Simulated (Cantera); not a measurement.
Cantera run, input and output.

```python
import numpy as np
import cantera as ct

gas = ct.Solution("gri30.yaml")
gas.TPX = 1675, 100000, {'CH4': 1, 'O2': 2.47, 'N2': 9.28, 'H2O': 2}
reactor = ct.IdealGasConstPressureReactor(gas, energy="on", clone=False)
net = ct.ReactorNet([reactor])
net.rtol, net.atol = 1e-08, 1e-16
show = ['CH4', 'O2', 'H2O', 'NO', 'N2O', 'CH2']
times = np.geomspace(7e-06, 0.3, 12)

steps = ct.SolutionArray(gas, extra=["t"])
rows = []
print(f"{'t/s':>10s}{'T/K':>9s}{'P/Pa':>11s}" + "".join(f"{s:>11s}" for s in show))
for t in times:
    while net.time < t:
        t_next = net.step()
        steps.append(gas.state, t=t_next)
    rows.append([np.interp(t, steps.t, y) for y in (steps.T, steps.P, *steps(*show).X.T)])
    print(f"{t:10.3e}{rows[-1][0]:9.1f}{rows[-1][1]:11.4g}" + "".join(f"{x:11.3e}" for x in rows[-1][2:]))
rate = np.gradient(steps.T, steps.t)
print("integrator steps:", len(steps.t))
if steps.T.max() > steps.T[0] + 200:
    print(f"time of steepest temperature rise: {steps.t[rate.argmax()]:.4e} s")
gas.TPX = 1675, 100000, {'CH4': 1, 'O2': 2.47, 'N2': 9.28, 'H2O': 2}
gas.equilibrate("HP")
print(f"equilibrium (HP): T = {gas.T:.1f} K  " + "  ".join(f"{s} {gas[s].X[0]:.3e}" for s in show))
```

Result:

```
       t/s      T/K       P/Pa        CH4         O2        H2O         NO        N2O        CH2
 7.000e-06   1674.9      1e+05  6.778e-02  1.675e-01  1.356e-01  9.382e-14  1.877e-11  6.128e-11
 1.846e-05   1674.8      1e+05  6.774e-02  1.674e-01  1.356e-01  3.704e-13  8.959e-11  4.088e-10
 4.867e-05   1674.7      1e+05  6.756e-02  1.674e-01  1.357e-01  1.937e-12  3.849e-10  3.797e-09
 1.283e-04   1676.7      1e+05  6.614e-02  1.666e-01  1.365e-01  1.814e-11  1.953e-09  6.469e-08
 3.384e-04   2432.2      1e+05  2.438e-16  4.408e-02  2.220e-01  6.725e-05  2.018e-07  1.215e-15
 8.924e-04   2620.2      1e+05  2.437e-16  3.875e-02  2.385e-01  1.011e-03  4.258e-07  1.161e-15
 2.353e-03   2617.8      1e+05  2.477e-16  3.773e-02  2.387e-01  3.316e-03  4.306e-07  1.149e-15
 6.205e-03   2613.1      1e+05  2.544e-16  3.602e-02  2.390e-01  7.223e-03  4.559e-07  1.127e-15
 1.636e-02   2610.0      1e+05  2.590e-16  3.493e-02  2.393e-01  9.727e-03  4.829e-07  1.112e-15
 4.315e-02   2609.8      1e+05  2.593e-16  3.484e-02  2.393e-01  9.931e-03  4.855e-07  1.111e-15
 1.138e-01   2609.8      1e+05  2.593e-16  3.484e-02  2.393e-01  9.931e-03  4.855e-07  1.111e-15
 3.000e-01   2609.8      1e+05  2.593e-16  3.484e-02  2.393e-01  9.931e-03  4.855e-07  1.111e-15
integrator steps: 1800
time of steepest temperature rise: 2.7956e-04 s
equilibrium (HP): T = 2609.8 K  CH4 3.463e-16  O2 3.484e-02  H2O 2.393e-01  NO 9.931e-03  N2O 4.855e-07  CH2 1.279e-15
```

Model: GRI-Mech 3.0 (53 species, 325 reactions), integrated in Cantera.
